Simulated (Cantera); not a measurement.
Feed: 1 mol borazine, 0.15 mol H₂O, held at 977 °C.

Equilibrium computed with Cantera from the NASA thermochemical tables; the gas is ideal and each condensed phase is pure. Candidate condensed phases: B, BN, B₂O₃, B₃O₃H₃, H₂O; 39 gas species. The feed counts by its element totals alone. Mutual solubility and eutectic melting of coexisting phases are not modelled. Gases not in the tables: H₃BO₃. Rates play no part.

log p: log10 of the partial pressure in bar; n: condensed amount in mol.

| P (Pa) | log p H₂ | log p N₂ | log p H₂O | log p HBO₂ | log p HBO | n BN(s) | n B₂O₃(l) |
|---|---|---|---|---|---|---|---|
| 10 | -4.01 | -5.81 | … | -6.79 | -6.86 | 2.90 | 0.0434 |
| 63 | -3.21 | -5.01 | … | -6.25 | -6.60 | 2.90 | 0.0473 |
| 400 | -2.41 | -4.21 | … | -5.72 | -6.33 | 2.90 | 0.0485 |
| 2500 | -1.61 | -3.42 | … | -5.19 | -6.06 | 2.90 | 0.0487 |
| 16000 | -0.80 | -2.61 | … | -4.65 | -5.79 | 2.90 | 0.0485 |
| 100000 | -0.01 | -1.83 | … | -4.12 | -5.53 | 2.90 | 0.0476 |

### Question
What belongs in the gaps?

### Answer

- 10, log p H₂O: -8.00
- 63, log p H₂O: -6.94
- 400, log p H₂O: -5.87
- 2500, log p H₂O: -4.81
- 16000, log p H₂O: -3.73
- 100000, log p H₂O: -2.68
